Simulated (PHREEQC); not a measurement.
# Acid rinse or clean (model solution)

Dissolve 0.0013 mol HNO3, 0.02 mol CaCl2 and 0.00075 mol KCl per kg of water at 75 °C. Closed to the air; pH follows from the charge balance.

Computed with PHREEQC (ion-association model, phreeqc.dat).

No solid was allowed to form.

Question: Predict the pH, density, specific conductance.

Answer: pH 2.97; density 0.977 g/cm³; specific conductance 11400 µS/cm.

Complexes and solids missing from the database can't appear. Away from 25 °C the constants follow the database's enthalpies or fits; those with neither stay at their 25 °C values.
